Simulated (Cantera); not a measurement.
An isothermal, constant-pressure homogeneous reactor starts with CH4 : N2 = 1 : 21 (molar parts), at 1573 K and 2670 Pa. Integrator tolerance rtol = 1e-08.

Detailed kinetics in Cantera: GRI-Mech 3.0 (53 species, 325 reactions). GRI-Mech 3.0 stops at C3 and has no aromatics, soot or wall deposition, so with more carbon than oxygen in the feed, carbon stays in small species such as C2H2 where larger ones or solid carbon would form. Radical loss at walls, strong at low pressure, is not modelled.

Q: What does this change do: pressure from 2670 Pa to 13300 Pa?

A: 
```json
[
 {"quantity": "x(CH4) at 5.00 s", "before": "0.00500 (gas-phase equilibrium 1.21e-5)", "after": "0.00248 (gas-phase equilibrium 6.06e-5)"},
 {"quantity": "x(C2H4) at 5.00 s", "before": "2.62e-5 (gas-phase equilibrium 1.15e-6)", "after": "2.73e-5 (gas-phase equilibrium 5.71e-6)"},
 {"quantity": "x(CH3) at 5.00 s", "before": "7.36e-5 (gas-phase equilibrium 2.42e-7)", "after": "2.06e-5 (gas-phase equilibrium 5.40e-7)"},
 {"quantity": "x(CH2) at 5.00 s", "before": "4.67e-8 (gas-phase equilibrium 2.15e-10)", "after": "7.59e-9 (gas-phase equilibrium 2.15e-10)"},
 {"quantity": "x(C2H2) at 5.00 s", "before": "0.0193 (gas-phase equilibrium 0.00469)", "after": "0.0205 (gas-phase equilibrium 0.00468)"},
 {"quantity": "x(C2H) at 5.00 s", "before": "4.08e-8 (gas-phase equilibrium 1.33e-8)", "after": "2.44e-8 (gas-phase equilibrium 5.95e-9)"},
 {"quantity": "x(H2) at 5.00 s", "before": "0.0579 (gas-phase equilibrium 0.0652)", "after": "0.0616 (gas-phase equilibrium 0.0651)"}
]
```

Q: What does this change do: temperature 1573 to 1500 K?

A: 
| quantity | before | after |
|---|---|---|
| x(CH4) at 5.00 s | 0.00500 (gas-phase equilibrium 1.21e-5) | 0.0205 (gas-phase equilibrium 2.67e-5) |
| x(C2H4) at 5.00 s | 2.62e-5 (gas-phase equilibrium 1.15e-6) | 0.000203 (gas-phase equilibrium 2.48e-6) |
| x(CH3) at 5.00 s | 7.36e-5 (gas-phase equilibrium 2.42e-7) | 0.000108 (gas-phase equilibrium 2.30e-7) |
| x(CH2) at 5.00 s | 4.67e-8 (gas-phase equilibrium 2.15e-10) | 2.18e-8 (gas-phase equilibrium 8.10e-11) |
| x(C2H2) at 5.00 s | 0.0193 (gas-phase equilibrium 0.00469) | 0.0117 (gas-phase equilibrium 0.00506) |
| x(C2H) at 5.00 s | 4.08e-8 (gas-phase equilibrium 1.33e-8) | 5.83e-9 (gas-phase equilibrium 4.05e-9) |
| x(H2) at 5.00 s | 0.0579 (gas-phase equilibrium 0.0652) | 0.0355 (gas-phase equilibrium 0.0652) |

Q: What does this change do: pressure from 2670 Pa to 1330 Pa?

A: 
```tsv
quantity	before	after
x(CH4) at 5.00 s	0.00500 (gas-phase equilibrium 1.21e-5)	0.00778 (gas-phase equilibrium 6.07e-6)
x(C2H4) at 5.00 s	2.62e-5 (gas-phase equilibrium 1.15e-6)	6.05e-5 (gas-phase equilibrium 5.73e-7)
x(CH3) at 5.00 s	7.36e-5 (gas-phase equilibrium 2.42e-7)	0.000128 (gas-phase equilibrium 1.71e-7)
x(CH2) at 5.00 s	4.67e-8 (gas-phase equilibrium 2.15e-10)	8.90e-8 (gas-phase equilibrium 2.15e-10)
x(C2H2) at 5.00 s	0.0193 (gas-phase equilibrium 0.00469)	0.0179 (gas-phase equilibrium 0.00469)
x(C2H) at 5.00 s	4.08e-8 (gas-phase equilibrium 1.33e-8)	4.27e-8 (gas-phase equilibrium 1.89e-8)
x(H2) at 5.00 s	0.0579 (gas-phase equilibrium 0.0652)	0.0538 (gas-phase equilibrium 0.0652)
```
